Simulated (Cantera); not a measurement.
borazine + O2 + N2 (boron, boron nitride and boron oxide)

Charge: 1 mol borazine, 0.25 mol O2, 0.74 mol N2, held at 58.5 Torr.

Equilibrium computed with Cantera from the NASA thermochemical tables; the gas is ideal and each condensed phase is pure. Candidate condensed phases: B, BN, B2O3, B3O3H3, H2O; 39 gas species. The feed counts by its element totals alone. Mutual solubility and eutectic melting of coexisting phases are not modelled. The tables' values for BH2 are old estimates; treat these amounts as uncertain. Gases not in the tables: B2H6 and higher boranes. Equilibrium is a limit: real reactors are often held back by kinetics, nucleation or transport.

From 1477 °C to 2077 °C the condensed part is BN(s). At 2127 °C the condensed part is B(l) + BN(s). The main B-bearing gas is B2O3 at 1477 °C and HBO at 2127 °C. The share of B in condensed phases is highest at 1477 °C (88.6 %) and lowest at 2127 °C (82.8 %).

```tsv
T (°C)	x H2	x N2	x HBO	x H	x BO	x B2O3	x HBO2	x B2O2	n BN(s)	n B(l)
1477	0.712	0.223	0.0220	0.000703	0.000410	0.0186	0.0186	0.00285	2.66	0
1527	0.707	0.224	0.0290	0.00108	0.000787	0.0174	0.0148	0.00451	2.64	0
1577	0.700	0.226	0.0366	0.00161	0.00142	0.0153	0.0115	0.00665	2.61	0
1627	0.693	0.227	0.0445	0.00237	0.00243	0.0125	0.00849	0.00911	2.59	0
1677	0.685	0.228	0.0518	0.00340	0.00391	0.00940	0.00600	0.0115	2.57	0
1727	0.678	0.229	0.0579	0.00479	0.00594	0.00648	0.00404	0.0135	2.55	0
1777	0.671	0.230	0.0623	0.00665	0.00855	0.00412	0.00259	0.0146	2.53	0
1827	0.665	0.230	0.0648	0.00910	0.0117	0.00246	0.00160	0.0149	2.52	0
1877	0.660	0.230	0.0658	0.0123	0.0155	0.00139	0.000965	0.0145	2.51	0
1927	0.654	0.229	0.0654	0.0163	0.0198	0.000763	0.000572	0.0136	2.50	0
1977	0.648	0.228	0.0638	0.0214	0.0246	0.000408	0.000335	0.0123	2.50	0
2027	0.641	0.227	0.0614	0.0277	0.0298	0.000214	0.000194	0.0109	2.50	0
2077	0.633	0.226	0.0582	0.0355	0.0353	0.000111	0.000112	0.00935	2.49	0
2127	0.609	0.242	0.0530	0.0445	0.0402	5.56e-5	6.35e-5	0.00763	2.28	0.201
```
x: gas mole fraction; n: condensed amount in mol.
